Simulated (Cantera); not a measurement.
# Counterflow diffusion flame

A counterflow diffusion flame at 2.00 bar, nozzles 20 mm apart: fuel side CO : H₂ = 1 : 0.12 (molar parts) at 398 K, oxidiser side O₂ : N₂ = 0.21 : 0.79 (molar parts) at 400 K, fuel mass flux 0.99 times the oxidiser's; mixture-averaged transport, no radiation.

Computed with Cantera and GRI-Mech 3.0 (53 species, 325 reactions). The maximum strain rate includes the flame's own expansion and is several times the mean.

```json
[
 {"oxidiser flux (kg/m²/s)": "1.2", "max strain (1/s)": "288", "mean strain (1/s)": "73.5", "T max (K)": "2203", "peak x OH": "0.00614", "peak x H": "0.00451", "peak x NO": "0.000208", "peak x CO": "0.900"},
 {"oxidiser flux (kg/m²/s)": "1.5", "max strain (1/s)": "355", "mean strain (1/s)": "91.9", "T max (K)": "2179", "peak x OH": "0.00626", "peak x H": "0.00499", "peak x NO": "0.000173", "peak x CO": "0.900"},
 {"oxidiser flux (kg/m²/s)": "1.9", "max strain (1/s)": "444", "mean strain (1/s)": "116", "T max (K)": "2153", "peak x OH": "0.00636", "peak x H": "0.00553", "peak x NO": "0.000144", "peak x CO": "0.900"},
 {"oxidiser flux (kg/m²/s)": "2.3", "max strain (1/s)": "532", "mean strain (1/s)": "141", "T max (K)": "2131", "peak x OH": "0.00640", "peak x H": "0.00599", "peak x NO": "0.000125", "peak x CO": "0.900"},
 {"oxidiser flux (kg/m²/s)": "2.9", "max strain (1/s)": "662", "mean strain (1/s)": "178", "T max (K)": "2102", "peak x OH": "0.00646", "peak x H": "0.00659", "peak x NO": "0.000106", "peak x CO": "0.900"},
 {"oxidiser flux (kg/m²/s)": "3.6", "max strain (1/s)": "813", "mean strain (1/s)": "221", "T max (K)": "2075", "peak x OH": "0.00648", "peak x H": "0.00718", "peak x NO": "9.23e-5", "peak x CO": "0.900"},
 {"oxidiser flux (kg/m²/s)": "4.5", "max strain (1/s)": "1010", "mean strain (1/s)": "276", "T max (K)": "2046", "peak x OH": "0.00646", "peak x H": "0.00783", "peak x NO": "8.06e-5", "peak x CO": "0.900"},
 {"oxidiser flux (kg/m²/s)": "5.7", "max strain (1/s)": "1260", "mean strain (1/s)": "349", "T max (K)": "2015", "peak x OH": "0.00646", "peak x H": "0.00856", "peak x NO": "7.08e-5", "peak x CO": "0.900"},
 {"oxidiser flux (kg/m²/s)": "7.1", "max strain (1/s)": "1560", "mean strain (1/s)": "435", "T max (K)": "1985", "peak x OH": "0.00641", "peak x H": "0.00928", "peak x NO": "6.32e-5", "peak x CO": "0.899"},
 {"oxidiser flux (kg/m²/s)": "8.8", "max strain (1/s)": "1910", "mean strain (1/s)": "539", "T max (K)": "1953", "peak x OH": "0.00630", "peak x H": "0.01000", "peak x NO": "5.68e-5", "peak x CO": "0.899"}
]
```
x: mole fraction; the columns are a selection and need not sum to one.
